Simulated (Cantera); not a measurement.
A Cantera script and what it prints.

```python
import numpy as np
import cantera as ct

gas_names = [...]  # 136 gases of nasa_gas.yaml made of C, H, N, O
cond_names = """
    C(gr) C6H6(L) C7H8(L) C8H18(L),n-octa H2O(s) H2O(L)
""".split()


# ... load() reads the species with a 1 bar reference pressure and builds the phases ...
atoms = {
    'C3H8': {'C': 3, 'H': 8},
    'H2O': {'H': 2, 'O': 1},
    'N2': {'N': 2},
}
top_T = {'C(gr)': 4500}  # K; cautious upper limits of use, not melting points


# ... equilibrate(T, P, feed) seeds the gas with the atoms and calls Mixture.equilibrate('TP', solver="vcs", rtol=1e-11, max_steps=5000) ...
results = []
feed = {'C3H8': 1, 'H2O': 0.93, 'N2': 2}  # mol
P = 370  # Pa
for T in [1175, 1275, 1375, 1475, 1575, 1675, 1775, 1875]:
    mix = equilibrate(T, P, feed)
    results.append((T, P, feed, dict(zip(mix.species_names, mix.species_moles))))

top = {s: max(r[3][s] / sum(r[3][g] for g in gas_names) for r in results) for s in gas_names}
cols = sorted((s for s in top if top[s] > 0.0001), key=lambda s: -top[s])[:6]
seen = [c for c in cond_names if any(r[3].get(c, 0) > 1e-12 for r in results)]
print("log10 of partial pressures in bar; condensed amounts in mol")
print(f"{'T/K':>10s}" + "".join(f"{s[:9]:>10s}" for s in cols + seen))
for T, P, feed, n in results:
    ng = sum(n[g] for g in gas_names)
    print(f"{T:10.4g}" + "".join(f"{np.log10(max(n[s] / ng * P / 1e5, 1e-99)):10.3f}" for s in cols)
          + "".join(f"{n.get(c, 0):10.4g}" for c in seen))
```

Result:

```
log10 of partial pressures in bar; condensed amounts in mol
       T/K        H2        N2        CO         H       HCN C2H2,acet     C(gr)
      1175    -2.634    -3.026    -3.359    -8.229    -7.081    -9.830      2.07
      1275    -2.634    -3.026    -3.359    -7.450    -6.619    -9.050     2.069
      1375    -2.634    -3.026    -3.359    -6.782    -6.224    -8.385     2.069
      1475    -2.635    -3.027    -3.359    -6.204    -5.884    -7.811     2.067
      1575    -2.635    -3.027    -3.359    -5.699    -5.588    -7.311     2.064
      1675    -2.636    -3.028    -3.359    -5.253    -5.328    -6.872     2.059
      1775    -2.637    -3.029    -3.360    -4.857    -5.099    -6.484     2.051
      1875    -2.641    -3.031    -3.361    -4.504    -4.895    -6.140     2.039
```

Cantera equilibrium calculation (NASA polynomials, part measured and part estimated; ideal gas, pure solids and liquids).
